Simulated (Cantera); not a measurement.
Input (Python, Cantera) and output of one run.

```python
import numpy as np
import cantera as ct

gas_names = """
    CL CL2 H HCL H2 Si SiCL SiCL2 SiCL3 SiCL4 SiH SiHCL3 SiH2 SiH2CL2 SiH3 SiH3CL SiH4 Si2 Si3
""".split()
cond_names = """
    Si(cr) Si(L)
""".split()


# ... load() reads the species with a 1 bar reference pressure and builds the phases ...
atoms = {
    'SiCl4': {'Si': 1, 'CL': 4},
    'Cl2': {'CL': 2},
    'H2': {'H': 2},
}
top_T = {}  # K; cautious upper limits of use, not melting points


# ... equilibrate(T, P, feed) seeds the gas with the atoms and calls Mixture.equilibrate('TP', solver="vcs", rtol=1e-11, max_steps=5000) ...
results = []
feed = {'SiCl4': 1, 'Cl2': 0.71, 'H2': 3.9}  # mol
T = 675  # K
P = 58000  # Pa
mix = equilibrate(T, P, feed)
results.append((T, P, feed, dict(zip(mix.species_names, mix.species_moles))))
print(gas.report(threshold=1e-06))
for i in range(1, mix.n_phases):
    print(f"{mix.phase(i).name:16s} {mix.phase_moles(i):12.5e} mol")
```

Result:

```
       temperature   675 K
          pressure   58000 Pa
           density   0.42017 kg/m^3
  mean mol. weight   40.657 kg/kmol
   phase of matter   gas

                          1 kg             1 kmol
                     ---------------   ---------------
          enthalpy       -3.0937e+06       -1.2578e+08  J
   internal energy       -3.2317e+06       -1.3139e+08  J
           entropy            5588.1         2.272e+05  J/K
    Gibbs function       -6.8657e+06       -2.7914e+08  J
 heat capacity c_p            1050.6             42715  J/K
 heat capacity c_v            846.12             34401  J/K

                      mass frac. Y      mole frac. X     chem. pot. / RT
                     ---------------   ---------------   ---------------
               HCL           0.22702           0.25317           -41.755
                H2          0.028193           0.56857           -17.735
             SiCL4           0.74461            0.1782           -163.16
            SiHCL3        0.00017488        5.2496e-05           -139.14
     [  +15 minor]        1.2887e-08        4.1356e-09

Si(cr)            0.00000e+00 mol
```

Method: chemical equilibrium by Gibbs-energy minimisation in Cantera with the NASA 1993 tables (ideal gas, pure condensed phases).
